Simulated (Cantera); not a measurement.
Feed: 1 mol SiC, a varied amount of H2O, 3.4 mol N2, at 1900 K and 750 Torr.

Cantera equilibrium calculation (NASA polynomials, part measured and part estimated; ideal gas, pure solids and liquids). Candidate condensed phases: C, C6H6, C7H8, C8H18, H2O, Si, SiC, SiO2, Si2N2O, Si3N4; 151 gas species. Mutual solubility and eutectic melting of coexisting phases are not modelled. Kinetics and transport are ignored.

log p: log10 of the partial pressure in bar; n: condensed amount in mol.

```
n(H2O) (mol)  log p N2  log p H2  log p CO  log p SiO  log p HCN  log p H  log p HNC  n SiC(s)  n Si3N4(s)  n Si2N2O(s)
------------  --------  --------  --------  ---------  ---------  -------  ---------  --------  ----------  -----------
0.0033            0.00     -3.04     -3.05      -4.17      -4.04    -4.62      -5.37     0.997     0.00105            0
0.0054            0.00     -2.82     -2.83      -3.95      -3.93    -4.51      -5.26     0.995     0.00168            0
0.0088            0.00     -2.61     -2.62      -3.74      -3.82    -4.40      -5.15     0.991     0.00270            0
0.014             0.00       [?]       [?]        [?]        [?]      [?]        [?]     0.986         [?]            0
0.024            -0.01       [?]     -2.19      -3.30        [?]      [?]        [?]     0.977         [?]            0
0.039            -0.01     -1.96     -2.14      -3.28      -3.49    -4.08      -4.82     0.974           0       0.0122
0.064            -0.01     -1.74     -1.93      -3.21      -3.32    -3.97      -4.65     0.957           0       0.0205
0.11             -0.02     -1.52     -1.70      -3.12      -3.14    -3.86      -4.46     0.926           0       0.0358
```

Problem. Some entries are withheld; supply them.

Solution. 
- 0.014, log p H2: -2.40
- 0.014, log p CO: -2.42
- 0.014, log p SiO: -3.54
- 0.014, log p HCN: -3.72
- 0.014, log p H: -4.30
- 0.014, log p HNC: -5.05
- 0.014, n Si3N4(s): 0.00423
- 0.024, log p H2: -2.17
- 0.024, log p HCN: -3.61
- 0.024, log p H: -4.18
- 0.024, log p HNC: -4.94
- 0.024, n Si3N4(s): 0.00715
